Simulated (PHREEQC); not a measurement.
PHREEQC input (Pitzer model, pitzer.dat):

```
SOLUTION 1
  temp 25
  units mol/kgw
  pH 7 charge
  Cl 0.6812
  Mg 0.0206
  Na 0.36
  K 0.31
  S(6) 0.015
END
USE solution 1
INCREMENTAL_REACTIONS false
REACTION 1
  H2O -1
  0 9.886 18.011 24.689 30.178 34.689 38.397 41.444
  43.949 46.007 47.699 49.089 50.232 51.172 51.944 52.578
  53.1 53.528 53.88 54.17 54.408 54.603 54.764 54.896
  55.005 55.094 55.168 55.228 moles
EQUILIBRIUM_PHASES 1
  Arcanite 0 0
  Bischofite 0 0
  Bloedite 0 0
  Brucite 0 0
  Carnallite 0 0
  Epsomite 0 0
  Glaserite 0 0
  Halite 0 0
  Hexahydrite 0 0
  Kainite 0 0
  Kieserite 0 0
  Leonite 0 0
  Mirabilite 0 0
  Misenite 0 0
  Schoenite 0 0
  Sylvite 0 0
  Thenardite 0 0
  MgCl2_4H2O 0 0
SELECTED_OUTPUT 1
  -reset false
  -pH true
  -pe true
  -ionic_strength true
  -water true
  -activities H2O
  -totals Cl K Mg Na S
  -molalities H+ Na+ K+ Mg+2 Cl- SO4-2 OH- HSO4- MgOH+
  -equilibrium_phases Arcanite Bischofite Bloedite Brucite Carnallite Epsomite Glaserite Halite Hexahydrite Kainite
    Kieserite Leonite Mirabilite Misenite Schoenite Sylvite Thenardite MgCl2_4H2O
PRINT
  -reset false
END
```

Selected output (columns that matter, 25 of 28 rows; water left (kg) added in front):

```
water left (kg)	pH	mu	Cl	K	Mg	Na	S	m_H+	la_H2O	Glaserite	Halite	Leonite	Schoenite	Sylvite
1	6.8915	0.7468	0.6812	0.31	0.0206	0.36	0.015	1.5794e-07	-0.0098076	0	0	0	0	0
0.821894	6.8717	0.90863	0.82882	0.37718	0.025064	0.43801	0.018251	1.6e-07	-0.011962	0	0	0	0	0
0.675514	6.8468	1.1055	1.0084	0.45891	0.030495	0.53293	0.022205	1.6205e-07	-0.014614	0	0	0	0	0
0.555203	6.8153	1.3451	1.2269	0.55835	0.037104	0.64841	0.027017	1.6427e-07	-0.017894	0	0	0	0	0
0.456313	6.7748	1.6366	1.4928	0.67936	0.045144	0.78893	0.032872	1.6697e-07	-0.02197	0	0	0	0	0
0.30824	6.6533	2.4228	2.21	1.0057	0.066831	1.1679	0.048663	1.7623e-07	-0.033499	0	0	0	0	0
0.253345	6.5634	2.9478	2.6888	1.2236	0.081312	1.421	0.059208	1.847e-07	-0.041677	0	0	0	0	0
0.208215	6.447	3.5867	3.2716	1.4888	0.098936	1.729	0.072041	1.974e-07	-0.052188	0	0	0	0	0
0.171138	6.2998	4.3637	3.9804	1.8114	0.12037	2.1036	0.087649	2.1538e-07	-0.065837	0	0	0	0	0
0.140655	6.1192	5.3095	4.8431	2.204	0.14646	2.5595	0.10664	2.3867e-07	-0.083769	0	0	0	0	0
0.115613	5.906	6.4595	5.8921	2.6814	0.17818	3.1138	0.12974	2.6488e-07	-0.10757	0	0	0	0	0
0.0950203	5.7448	7.1437	6.4533	2.5468	0.2168	3.7887	0.15786	2.8732e-07	-0.12372	0	0	0	0	0.068006
0.0641769	5.5224	8.0444	7.0223	2.0604	0.32099	4.7874	0.23373	3.1966e-07	-0.14559	0	0.052762	0	0	0.17777
0.0527548	5.4986	8.227	6.9835	2.0531	0.39049	4.7181	0.28433	3.2585e-07	-0.14656	0	0.1111	0	0	0.20169
0.0433504	5.4728	8.4491	6.9359	2.044	0.4752	4.6335	0.34602	3.3092e-07	-0.14775	0	0.15913	0	0	0.22139
0.0356396	5.415	8.5985	6.9265	2.014	0.57801	4.4859	0.36468	3.6466e-07	-0.14887	0.0010015	0.19912	0	0	0.23522
0.0292979	5.3522	8.7781	6.9168	1.976	0.70312	4.3067	0.38606	4.0294e-07	-0.15031	0.0018446	0.23198	0	0	0.24657
0.0240733	5.2851	9.0028	6.9038	1.9288	0.85572	4.0924	0.41445	4.4443e-07	-0.15219	0.0025114	0.25897	0	0	0.25603
0.0197855	5.213	9.2855	6.8861	1.8704	1.0412	3.8389	0.45275	4.882e-07	-0.1547	0.0030211	0.28102	0	0	0.26393
0.0162724	5.1352	9.6444	6.8617	1.7986	1.266	3.5424	0.50559	5.3239e-07	-0.15806	0.0033865	0.29897	0	0	0.27057
0.0133718	5.0498	10.111	6.8262	1.71	1.5406	3.1977	0.58135	5.738e-07	-0.16268	0.0036132	0.31363	0	0	0.27629
0.00870488	4.918	11.018	6.7437	1.5571	2.0211	2.6464	0.75094	6.1288e-07	-0.17226	0.0012246	0.33574	0	0.003007	0.28676
0.00707534	4.8342	11.252	6.8009	1.4626	2.2228	2.3779	0.74263	6.8065e-07	-0.17709	0	0.34318	0.0048728	0	0.28991
0.00570341	4.6519	11.819	6.9581	1.2564	2.6632	1.8407	0.73272	8.2923e-07	-0.19009	0	0.3495	0.0054105	0	0.29201
0.00459583	4.4184	12.696	7.2261	1.0058	3.2247	1.268	0.74855	9.9947e-07	-0.21262	0	0.35417	0.0057799	0	0.29382
```
